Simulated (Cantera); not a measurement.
Feed: 1 mol Cr, 2 mol O2, 7.7 mol H2, equilibrated at 2573 K and 101000 Pa.

These are equilibrium values from Cantera (NASA tables, ideal gas, pure condensed phases), not measurements of a reactor. Equilibrium is a limit: real reactors are often held back by kinetics, nucleation or transport.

| species | before | after |
|---|---|---|
| H2 | 0.627 | 0.675 |
| H2O | 0.328 | 0.325 |
| H | 0.0270 | 1.85e-9 |
| Cr | 0.00930 | <1e-9 |
| CrO | 0.00533 | <1e-9 |
| OH | 0.00317 | <1e-9 |
| CrO2 | 0.000871 | <1e-9 |
| O | 8.89e-5 | <1e-9 |
| O2 | 1.90e-5 | <1e-9 |
| Cr2O3(s), mol | 0.438 | 0.500 |
Gas species are given as mole fractions.

What was changed between the two runs?
(A) pressure from 101000 Pa to 28.0 Pa
(B) H2 from 7.7 to 3.3 mol
(C) temperature from 2573 K to 1000 K
(D) H2 from 7.7 to 150 mol

C, temperature from 2573 K to 1000 K
